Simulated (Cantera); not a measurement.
Cantera run, input and output.

```python
import numpy as np
import cantera as ct

gas = ct.Solution("gri30.yaml", transport_model="multicomponent")
show = ['OH', 'CH3', 'H2O']

rows = []
print(f"{'T/K':>7s}{'rho':>11s}{'cp':>10s}{'mu':>11s}{'lambda':>11s}{'Pr':>7s}" + "".join(f"{'D_' + s:>11s}" for s in show))
for T in [400, 500, 600, 700, 800, 900, 1000, 1100, 1200]:
    gas.TPX = T, 6000, {'N2O': 0.66}
    Pr = gas.cp_mass * gas.viscosity / gas.thermal_conductivity
    D = [gas.mix_diff_coeffs_mole[gas.species_index(s)] for s in show]
    rows.append([gas.density, gas.cp_mass, gas.viscosity, gas.thermal_conductivity, Pr, *D])
    print(f"{T:7g}{gas.density:11.4e}{gas.cp_mass:10.1f}{gas.viscosity:11.4e}"
          f"{gas.thermal_conductivity:11.4e}{Pr:7.3f}" + "".join(f"{d:11.4e}" for d in D))
print("SI units: kg/m3, J/kg/K, Pa s, W/m/K, m2/s")
```

Result:

```
    T/K        rho        cp         mu     lambda     Pr       D_OH      D_CH3      D_H2O
    400 7.9403e-02     970.3 1.9459e-05 2.5299e-02  0.746 6.9351e-04 4.9428e-04 4.9321e-04
    500 6.3523e-02    1042.5 2.3570e-05 3.2964e-02  0.745 1.0260e-03 7.3921e-04 7.6229e-04
    600 5.2935e-02    1101.3 2.7324e-05 4.0429e-02  0.744 1.4060e-03 1.0205e-03 1.0793e-03
    700 4.5373e-02    1150.2 3.0799e-05 4.7670e-02  0.743 1.8303e-03 1.3354e-03 1.4400e-03
    800 3.9702e-02    1191.6 3.4048e-05 5.4682e-02  0.742 2.2963e-03 1.6818e-03 1.8412e-03
    900 3.5290e-02    1226.6 3.7113e-05 6.1443e-02  0.741 2.8020e-03 2.0581e-03 2.2803e-03
   1000 3.1761e-02    1254.7 4.0022e-05 6.7878e-02  0.740 3.3455e-03 2.4627e-03 2.7551e-03
   1100 2.8874e-02    1275.5 4.2800e-05 7.3896e-02  0.739 3.9256e-03 2.8947e-03 3.2637e-03
   1200 2.6468e-02    1294.3 4.5464e-05 7.9761e-02  0.738 4.5410e-03 3.3530e-03 3.8046e-03
SI units: kg/m3, J/kg/K, Pa s, W/m/K, m2/s
```

Cantera simulation using GRI-Mech 3.0 (53 species, 325 reactions); the numbers are that mechanism's predictions, not measurements. The composition is frozen, though it would react at the higher temperatures.
